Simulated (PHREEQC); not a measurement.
## Spent oxide etchant (model solution)

Dissolve 1.2 mmol/kgw NH4HF2, 2.8 mmol/kgw H2SiF6, 6.8 mmol/kgw H3PO4 and 8.3 mmol/kgw HCl at 70 °C. Closed to the air; pH follows from the charge balance.

Computed with PHREEQC (ion-association model, phreeqc.dat).

Each row changes one thing in this solution. No solid was allowed to form.

| case | pH | ionic strength (mol/kgw) | HF (mol/kgw) | H3PO4 (mol/kgw) | H2PO4- (mol/kgw) | H4SiO4 (mol/kgw) | SI of Chalcedony (SiO2) |
|---|---|---|---|---|---|---|---|
| as made | 1.97 | 0.0143 | 0.0117 | 0.00468 | 0.00212 | 0.00161 | +0.31 |
| temperature from 70 to 45 °C | 1.91 | 0.0170 | 0.00671 | 0.00452 | 0.00228 | 0.000769 | +0.22 |
| diluted 100-fold with water | 3.63 | 0.000252 | ___ | 3.50e-6 | 6.45e-5 | ___ | -1.46 |
| NH4HF2 from 0.0012 to 0.006 mol/kgw | 2.06 | 0.0181 | 0.0146 | 0.00435 | 0.00245 | 0.000527 | -0.18 |
| H3PO4 from 0.0068 to 0.00068 mol/kgw | 2.04 | 0.0127 | 0.0113 | 0.000446 | 0.000234 | 0.00156 | +0.29 |
| NH4HF2 left out | 1.95 | 0.0134 | 0.0111 | 0.00475 | 0.00205 | ___ | +0.38 |
| H2SiF6 from 0.0028 to 0.014 mol/kgw | 1.58 | ___ | 0.0196 | 0.00566 | 0.00114 | 0.00292 | +0.57 |
| H3PO4 from 0.0068 to 0.0034 mol/kgw | 2.00 | 0.0135 | 0.0115 | 0.00228 | 0.00112 | 0.00159 | +0.30 |
| HCl left out | 2.29 | 0.00822 | 0.00991 | 0.00353 | 0.00327 | 0.00136 | +0.23 |

**Question.** Fill in the missing entries.

**Answer.** 
- diluted 100-fold with water, HF (mol/kgw): 8.72e-5
- diluted 100-fold with water, H4SiO4 (mol/kgw): 2.80e-5
- NH4HF2 left out, H4SiO4 (mol/kgw): 0.00190
- H2SiF6 from 0.0028 to 0.014 mol/kgw, ionic strength (mol/kgw): 0.0430

Species that the database lacks are ignored. Some of these states are supersaturated (in Quartz (slow to form), Chalcedony (slow to form), for instance). Constants without temperature data keep their 25 °C values here. SiF6-2 is the database's only silicon fluoride.
